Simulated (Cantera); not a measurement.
## Cu + NH3 + N2 (metals in furnace atmospheres)

Input: 1 mol Cu, 0.28 mol NH3, 21 mol N2, equilibrated at 800 K and 0.0160 bar.

Equilibrium computed with Cantera from the NASA thermochemical tables; the gas is ideal and each condensed phase is pure. Candidate condensed phases: Cu; 11 gas species. Kinetics and transport are ignored.

```
Property       Result
----------  ---------
x(N2)           0.981
x(H2)          0.0195
n(Cu(s))     1.00 mol
gas amount  21.56 mol
```
